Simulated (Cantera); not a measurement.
Input: 1 mol SiO₂, 94 mol HCl, 17 mol N₂, a varied amount of HF, equilibrated at 998.15 K and 1.50 mbar.

These are equilibrium values from Cantera (NASA tables, ideal gas, pure condensed phases), not measurements of a reactor. Candidate condensed phases: H₂O, NH₄Cl, Si, SiO₂, Si₂N₂O, Si₃N₄; 72 gas species. Rates play no part.

What share of the Si ends up in condensed phases as a function of n(HF) (mol), at 5.3, 9.6, 14, 18, 23, 27, 31, 36, 40?


```csv
n(HF) (mol),Si condensed (%),as
5.3,81.3,SiO₂(β-quartz)
9.6,60.7,SiO₂(β-quartz)
14,37.3,SiO₂(β-quartz)
18,14.7,SiO₂(β-quartz)
23,0.0,-
27,0.0,-
31,0.0,-
36,0.0,-
40,0.0,-
```
